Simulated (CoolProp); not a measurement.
Aqueous ammonia as a coolant, 26 % by mass, freezing at -60.3 °C, 1 atm.

The numbers come from the Melinder's fits for secondary coolants in CoolProp.

| T (°C) | cp (kJ/(kg K)) | viscosity (mPa s) | density (kg/m³) | Prandtl number |
|---|---|---|---|---|
| -39 | ___ | 12.4 | 931.2 | 151 |
| -31.4 | 4.296 | 8.05 | 928.6 | 94.0 |
| -23.8 | 4.277 | ___ | ___ | 61.9 |
| -16.2 | 4.263 | 3.97 | 922.6 | 42.9 |
| -8.7 | 4.252 | 2.98 | 919.2 | 31.1 |
| -1.1 | 4.244 | 2.31 | 915.5 | 23.2 |
| 6.5 | 4.237 | 1.83 | 911.5 | 17.8 |
| 14.1 | 4.231 | 1.48 | 907.2 | 14.0 |
| 21.6 | 4.226 | 1.21 | 902.8 | 11.1 |

### Question
Complete the blanks.

### Answer

- -39, cp (kJ/(kg K)): 4.319
- -23.8, viscosity (mPa s): 5.52
- -23.8, density (kg/m³): 925.8
